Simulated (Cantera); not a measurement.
A closed system holds: 1 mol Cr₂O₃, 230 mol H₂, 36 mol N₂, equilibrated at 10000 Pa.

These are equilibrium values from Cantera (NASA tables, ideal gas, pure condensed phases), not measurements of a reactor. Candidate condensed phases: Cr, CrN, Cr₂N, Cr₂O₃, H₂O; 29 gas species. Mutual solubility and eutectic melting of coexisting phases are not modelled. The numbers say what is thermodynamically allowed, not how fast it happens.

### Question
At 1200 °C, list the 4 most abundant gas species with their mole fractions, and the condensed phases.

### Answer
H₂ 0.864, N₂ 0.135, H₂O 0.000893, H 3.72e-5. Condensed: Cr(s) + Cr₂O₃(s).
